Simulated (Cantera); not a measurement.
**Equilibrium for sublimation and decomposition of ceramics: SiC + C + N2**

Input: 1 mol SiC, 0.6 mol C, 0.013 mol N2, at 0.0133 bar.

Method: chemical equilibrium by Gibbs-energy minimisation in Cantera with the NASA 1993 tables (ideal gas, pure condensed phases). Candidate condensed phases: C, Si, SiC, Si3N4; 20 gas species. The tables' values for SiN are old estimates; treat these amounts as uncertain. Equilibrium is a limit: real reactors are often held back by kinetics, nucleation or transport.

From 1873 K to 2673 K the condensed part is C(graphite) + SiC(s). At 2773 K the condensed part is C(graphite). The main Si-bearing gas is Si throughout.

```
T (K)  log p N2  log p Si  log p SiC2  log p Si2C  log p Si2  log p SiN  n C(graphite)  n SiC(s)
-----  --------  --------  ----------  ----------  ---------  ---------  -------------  --------
1873      -1.88     -6.53       -8.19       -8.35     -10.14      -7.91          0.600      1.00
1973      -1.88     -5.81       -7.24       -7.42      -9.12      -7.30          0.600     1.000
2073      -1.88     -5.15       -6.39       -6.58      -8.21      -6.74          0.600     1.000
2173      -1.88     -4.55       -5.62       -5.83      -7.38      -6.24          0.600     1.000
2273      -1.88     -4.01       -4.91       -5.14      -6.62      -5.78          0.600     1.000
2373      -1.89     -3.52       -4.27       -4.51      -5.93      -5.37          0.600     1.000
2473      -1.92     -3.06       -3.68       -3.94      -5.30      -5.00          0.601     0.999
2573      -2.01     -2.64       -3.14       -3.41      -4.72      -4.69          0.603     0.995
2673      -2.39     -2.25       -2.64       -2.92      -4.18      -4.55          0.614     0.967
2773      -3.75     -2.11       -2.39       -2.90      -4.12      -5.14          0.947         0
```
log p: log10 of the partial pressure in bar; n: condensed amount in mol.
